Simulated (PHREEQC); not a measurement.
Buffer

Make-up at 25 °C: 0.0014 mol NaHCO3, 6.7e-05 mol Na2SO4 and 1.7e-05 mol LiCl per kg of water. Closed to the air; pH follows from the charge balance.

All values are PHREEQC results (Pitzer model, pitzer.dat), not measurements.

No solid was allowed to form.

Estimate the pH, osmotic coefficient.

pH 8.27; osmotic coefficient 0.991.

In which forms is C present?

HCO3- 98 %, CO2 1.1 %, CO3-2 1.0 % of the C.
